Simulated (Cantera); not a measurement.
# Catalytic combustion on Pt

An isothermal plug-flow reactor at 798 K and 101000 Pa (inlet), inlet velocity 0.78 m/s, active area per volume 200 1/m; feed 0.479 % H2, 2.40 % O2, 90.2 % N2, 6.96 % H2O, equivalence ratio 0.10.

Computed with Cantera and Deutschmann's 1995 Pt surface mechanism with GRI-Mech 3.0 gas chemistry. Catalytic surfaces can have several steady states; this one follows from the mechanism file's or the stated starting coverage. Mass transfer to the wall is taken as infinitely fast.

| z (m) | x H2 | x O2 | x H2O | θ free Pt | θ O* | θ OH* |
|---|---|---|---|---|---|---|
| 8.7e-05 | 0.00370 | 0.0234 | 0.0708 | 0.305 | 0.682 | 0.0133 |
| 0.00017 | 0.00302 | 0.0231 | 0.0715 | 0.254 | 0.734 | 0.0127 |
| 0.00032 | 0.00226 | 0.0227 | 0.0722 | 0.196 | 0.793 | 0.0116 |
| 0.00063 | 0.00146 | 0.0223 | 0.0731 | 0.137 | 0.852 | 0.0101 |
| 0.0012 | 0.000824 | 0.0220 | 0.0737 | 0.0983 | 0.893 | 0.00876 |
| 0.0023 | 0.000364 | 0.0218 | 0.0742 | 0.0764 | 0.916 | 0.00783 |
| 0.0045 | 9.45e-5 | 0.0217 | 0.0745 | 0.0662 | 0.926 | 0.00735 |
| 0.0087 | 8.88e-6 | 0.0216 | 0.0746 | 0.0634 | 0.929 | 0.00720 |
x: gas mole fraction; θ: surface coverage.
